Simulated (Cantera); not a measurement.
Input: 1 mol Fe2O3, 1 mol CH4, 5.8 mol N2, held at 650 °C and 8600 Pa.

These are equilibrium values from Cantera (NASA tables, ideal gas, pure condensed phases), not measurements of a reactor. Candidate condensed phases: C, C6H6, C7H8, C8H18, Fe, Fe(CO)5, FeO, Fe(OH)2, Fe(OH)3, Fe2O3, Fe3O4, H2O; 140 gas species. The tables' stoichiometric FeO is somewhat more stable than real wüstite, so its field is too wide. FeO: taken at fixed stoichiometry. Rates play no part.

Base state: N2 0.659, H2 0.198, CO 0.0877, H2O 0.0287, CO2 0.0259, CH4 6.33e-5 (mole fractions); condensed: Fe(α) + FeO(s).

Task: What changes in the equilibrium state with this change: CH4 from 1 to 3.3 mol?

Result: 
```csv
species,before,after
H2,0.198,0.421
N2,0.659,0.385
CO,0.0877,0.173
CO2,0.0259,0.00812
H2O,0.0287,0.00968
CH4,6.33e-5,0.00354
NH3,6.23e-6,1.47e-5
"Fe(α), mol",0.481,2.00
"FeO(s), mol",1.52,0
"C(graphite), mol",0,0.515
```
Condensed phases not in the tables: cementite and carbon dissolved in iron.
